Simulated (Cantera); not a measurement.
A closed system holds: 1 mol Ti(OiPr)4, 150 mol H2, 1 mol CH4, equilibrated at 1.00 bar.

Cantera equilibrium calculation (NASA polynomials, part measured and part estimated; ideal gas, pure solids and liquids). Candidate condensed phases: C, C6H6, C7H8, C8H18, H2O, Ti, TiC, TiO, TiO2, Ti2O3, Ti3O5, Ti4O7; 113 gas species. The feed counts by its element totals alone. Mutual solubility and eutectic melting of coexisting phases are not modelled. TiC: taken at fixed stoichiometry. Condensed phases not in the tables: Magnéli phases beyond Ti4O7. Rates play no part.

x: gas mole fraction; n: condensed amount in mol.

| T (K) | x H2 | x CH4 | x CO | x H2O | x H | x C2H2 (acetylene) | n C(graphite) | n TiO2(rutile) | n Ti4O7(s) | n Ti3O5(s) | n TiC(s) |
|---|---|---|---|---|---|---|---|---|---|---|---|
| 1048 | 0.936 | 0.0512 | 0.0106 | 0.00186 | 7.48e-9 | 3.69e-9 | 3.13 | 1.00 | 0 | 0 | 0 |
| 1148 | 0.965 | 0.0222 | 0.0121 | 0.000559 | 7.04e-8 | 3.58e-8 | 7.37 | 0.699 | 0.0753 | 0 | 0 |
| 1248 | 0.975 | 0.0106 | 0.0138 | 0.000207 | 4.61e-7 | 2.37e-7 | 8.93 | 0 | 0 | 0.333 | 0 |
| 1348 | 0.971 | (withheld) | 0.0235 | (withheld) | (withheld) | (withheld) | 7.09 | 0 | 0 | 0 | 1.00 |
| 1448 | 0.973 | 0.00316 | 0.0235 | 5.81e-5 | 9.09e-6 | 4.63e-6 | 7.47 | 0 | 0 | 0 | 1.00 |
| 1548 | 0.974 | (withheld) | 0.0235 | (withheld) | (withheld) | (withheld) | 7.67 | 0 | 0 | 0 | 1.00 |
| 1648 | 0.975 | 0.00127 | 0.0235 | 1.49e-5 | 8.79e-5 | 4.36e-5 | 7.77 | 0 | 0 | 0 | 1.00 |
| 1748 | 0.975 | 0.000875 | 0.0235 | 8.54e-6 | 0.000226 | 0.000110 | 7.81 | 0 | 0 | 0 | 1.00 |
| 1848 | 0.975 | 0.000626 | 0.0235 | 5.19e-6 | 0.000524 | 0.000251 | 7.81 | 0 | 0 | 0 | 1.00 |

Question: Complete the blanks.

Answer: 
- 1548, x CH4: 0.00195
- 1548, x H2O: 2.82e-5
- 1548, x H: 3.04e-5
- 1548, x C2H2 (acetylene): 1.53e-5
- 1348, x CH4: 0.00550
- 1348, x H2O: 0.000133
- 1348, x H: 2.28e-6
- 1348, x C2H2 (acetylene): 1.17e-6
